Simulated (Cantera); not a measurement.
Feed: 1 mol Si3N4, 1.2 mol H2, a varied amount of F2, at 952 °C and 7.50 Torr.

These are equilibrium values from Cantera (NASA tables, ideal gas, pure condensed phases), not measurements of a reactor. Candidate condensed phases: Si, Si3N4; 37 gas species. The numbers say what is thermodynamically allowed, not how fast it happens.

**Question.** Which condensed phases are stable at each of these points (n(F2) (mol)): 1.5, 2.1, 2.9, 4.1, 5.7, 7.9, 11?

**Answer.** 
```csv
n(F2) (mol),condensed phases,Si condensed (%)
1.5,Si3N4(s),75.0
2.1,Si3N4(s),65.0
2.9,Si3N4(s),51.6
4.1,Si3N4(s),31.6
5.7,Si3N4(s),4.9
7.9,gas only,0.0
11,gas only,0.0
```

From 1.5 mol F2 to 5.7 mol F2 the condensed part is Si3N4(s). From 7.9 mol F2 to 11 mol F2 nothing is condensed.
